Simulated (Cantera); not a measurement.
An adiabatic, constant-volume homogeneous reactor starts with 1.32 % CH₄, 0.277 % C₂H₆, 0.158 % C₃H₈, 9.36 % O₂, 88.9 % N₂, equivalence ratio 0.47, at 1800 K and 2.20 bar.

Model: GRI-Mech 3.0 (53 species, 325 reactions), integrated in Cantera.

Task: Predict: time of steepest temperature rise; temperature at 8.00 s; equilibrium temperature; x(H₂O) at 8.00 s; x(O) at 8.00 s.

Result: 
```json
{
  "time_of_steepest_temperature_rise": "15.2 µs",
  "temperature at 8.00 s": "2353 K",
  "equilibrium_temperature": "2353 K",
  "x(H₂O) at 8.00 s": "0.0390 (gas-phase equilibrium 0.0390)",
  "x(O) at 8.00 s": "0.000838 (gas-phase equilibrium 0.000838)"
}
```
